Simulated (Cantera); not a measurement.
Feed: 1 mol SiH2Cl2, 34 mol N2O, 0.9 mol H2, equilibrated at 1925 K and 6.75 Torr.

Equilibrium computed with Cantera from the NASA thermochemical tables; the gas is ideal and each condensed phase is pure. Candidate condensed phases: H2O, NH4Cl, Si, SiO2, Si2N2O, Si3N4; 47 gas species. The tables hold silica as quartz up to 1696 K and as liquid above; real silica turns to tridymite and cristobalite and melts near 1996 K. Kinetics and transport are ignored.

Base state: N2 0.641, O2 0.285, H2O 0.0245, HCl 0.0203, Cl 0.0175, NO 0.00650, OH 0.00243, O 0.00207 (mole fractions); condensed: SiO2(condensed).

What changes in the equilibrium state with this change: N2O from 34 to 1.2 mol?


```
species                before     after
--------------------  -------  --------
HCl                    0.0203     0.397
N2                      0.641     0.243
H2                    7.74e-5     0.181
O2                      0.285     <1e-9
SiO                   7.47e-6     0.164
H2O                    0.0245   0.00261
Cl                     0.0175   0.00708
SiCl2                   <1e-9  0.000198
NO                    0.00650   1.82e-7
SiO2(condensed), mol    0.999     0.188
```

What changes in the equilibrium state with this change: temperature from 1925 K to 1250 K?


```
species                before    after
--------------------  -------  -------
N2                      0.641    0.648
O2                      0.285    0.296
HCl                    0.0203   0.0361
Cl                     0.0175  0.00143
H2O                    0.0245   0.0182
H                     8.87e-5    <1e-9
H2                    7.74e-5  1.21e-8
O                     0.00207  3.97e-7
OH                    0.00243  8.66e-6
SiO2(condensed), mol    0.999        0
SiO2(β-quartz), mol         0     1.00
```

What changes in the equilibrium state with this change: temperature from 1925 K to 1500 K?


```json
[
 {"species": "N2", "before": "0.641", "after": "0.647"},
 {"species": "O2", "before": "0.285", "after": "0.294"},
 {"species": "HCl", "before": "0.0203", "after": "0.0323"},
 {"species": "Cl", "before": "0.0175", "after": "0.00563"},
 {"species": "H2O", "before": "0.0245", "after": "0.0200"},
 {"species": "H", "before": "8.87e-5", "after": "1.59e-7"},
 {"species": "H2", "before": "7.74e-5", "after": "7.35e-7"},
 {"species": "O", "before": "0.00207", "after": "2.32e-5"},
 {"species": "OH", "before": "0.00243", "after": "0.000123"},
 {"species": "SiO2(condensed), mol", "before": "0.999", "after": "0"},
 {"species": "SiO2(β-quartz), mol", "before": "0", "after": "1.00"}
]
```
